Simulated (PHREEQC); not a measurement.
Make-up at 25 °C: 0.027 mol H2SO4, 0.097 mol CuSO4 and 0.12 mol Na2SO4 per kg of water. Closed to the air; pH follows from the charge balance.

Computed with PHREEQC (ion-association model, phreeqc.dat).

No solid was allowed to form.

Order these S species by the share of S that they hold, largest first: SO4-2, NaSO4-, CuSO4, HSO4-.

SO4-2 (51 %), CuSO4 (22 %), HSO4- (16 %), NaSO4- (12 %)

The pH is 1.94 and the ionic strength 0.483 mol/kgw.
